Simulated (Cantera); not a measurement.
A perfectly stirred reactor is fed with H2 : O2 : N2 = 1.3 : 1 : 8 (molar parts), equivalence ratio 0.65, at 13300 Pa; it is held at 900 K, and followed from long to short residence time.

Cantera simulation using the H2/O2 subset of GRI-Mech 3.0, which has no nitrogen chemistry; the numbers are that mechanism's predictions, not measurements. Radical loss at walls, strong at low pressure, is not modelled. Below about 950 K walls govern HO2 and H2O2 in real vessels. The temperature is held fixed by assumption; the heat of reaction is taken as removed at once.

### Question
What does this change do: pressure from 13300 Pa to 15000 Pa?

### Answer
| quantity | before | after |
|---|---|---|
| x(H2) at τ = 1.40 s | 0.00230 | 0.00254 |
| x(O2) at τ = 1.40 s | 0.0374 | 0.0375 |
| x(OH) at τ = 1.40 s | 2.59e-5 | 2.07e-5 |
| x(HO2) at τ = 1.40 s | 7.26e-6 | 8.13e-6 |
| x(H) at τ = 1.40 s | 2.98e-5 | 2.35e-5 |
| x(H2) at τ = 18.0 ms | 0.0184 | 0.0187 |
| x(O2) at τ = 18.0 ms | 0.0453 | 0.0454 |
| x(OH) at τ = 18.0 ms | 0.000211 | 0.000184 |
| x(HO2) at τ = 18.0 ms | 1.07e-5 | 1.20e-5 |
| x(H) at τ = 18.0 ms | 0.00172 | 0.00136 |

### Question
What does this change do: temperature 900 to 750 K?

### Answer
```csv
quantity,before,after
x(H2) at τ = 1.40 s,0.00230,0.126
x(O2) at τ = 1.40 s,0.0374,0.0971
x(OH) at τ = 1.40 s,2.59e-5,<1e-12
x(HO2) at τ = 1.40 s,7.26e-6,6.71e-10
x(H) at τ = 1.40 s,2.98e-5,<1e-12
x(H2) at τ = 18.0 ms,0.0184,0.126
x(O2) at τ = 18.0 ms,0.0453,0.0971
x(OH) at τ = 18.0 ms,0.000211,<1e-12
x(HO2) at τ = 18.0 ms,1.07e-5,6.20e-12
x(H) at τ = 18.0 ms,0.00172,<1e-12
```
